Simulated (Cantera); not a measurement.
Input: 1 mol CH₃Cl, 0.66 mol HCl, at 2575 °C.

Method: chemical equilibrium by Gibbs-energy minimisation in Cantera with the NASA 1993 tables (ideal gas, pure condensed phases). Candidate condensed phases: C, C₆H₆, C₇H₈, C₈H₁₈; 91 gas species. Rates play no part.

Task: Which condensed phases are stable at each of these points (P (Pa)): 1, 5.20, 27, 140, 720, 3700, 19000, 100000?

Result: 
| P (Pa) | condensed phases | C condensed (%) |
|---|---|---|
| 1 | gas only | 0.0 |
| 5.20 | gas only | 0.0 |
| 27 | gas only | 0.0 |
| 140 | C(graphite) | 23.1 |
| 720 | C(graphite) | 81.7 |
| 3700 | C(graphite) | 90.1 |
| 19000 | C(graphite) | 91.4 |
| 100000 | C(graphite) | 91.7 |

From 1.00 Pa to 27.0 Pa nothing is condensed. From 140 Pa to 100000 Pa the condensed part is C(graphite).
